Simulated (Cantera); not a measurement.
An isothermal, constant-pressure homogeneous reactor starts with H2 : O2 : N2 = 1.8 : 1 : 1 (molar parts), equivalence ratio 0.90, at 948 K and 0.270 bar. Integrator tolerance rtol = 1e-08.

Model: the H2/O2 subset of GRI-Mech 3.0, which has no nitrogen chemistry, integrated in Cantera. Below about 950 K walls govern HO2 and H2O2 in real vessels. The temperature is held fixed by assumption; the heat of reaction is taken as removed at once.

| quantity | before | after |
|---|---|---|
| x(H2) at 2.00 s | 0.0116 (gas-phase equilibrium 1.10e-10) | 3.56e-8 (gas-phase equilibrium 2.78e-8) |
| x(O2) at 2.00 s | 0.0401 (gas-phase equilibrium 0.0345) | 0.0345 (gas-phase equilibrium 0.0345) |
| x(OH) at 2.00 s | 2.85e-7 (gas-phase equilibrium 8.69e-8) | 4.09e-6 (gas-phase equilibrium 3.25e-6) |
| x(HO2) at 2.00 s | 2.37e-5 (gas-phase equilibrium 1.79e-10) | 3.52e-9 (gas-phase equilibrium 3.48e-9) |
| x(H2O) at 2.00 s | 0.605 (gas-phase equilibrium 0.621) | 0.621 (gas-phase equilibrium 0.621) |
| x(H) at 2.00 s | 3.99e-7 (gas-phase equilibrium <1e-12) | 3.84e-11 (gas-phase equilibrium 2.41e-11) |

Name the change that produced these shifts.
A. temperature 948 to 1050 K
B. pressure from 0.270 bar to 0.150 bar
C. temperature 948 to 1150 K
D. pressure from 0.270 bar to 0.133 bar

C, temperature 948 to 1150 K
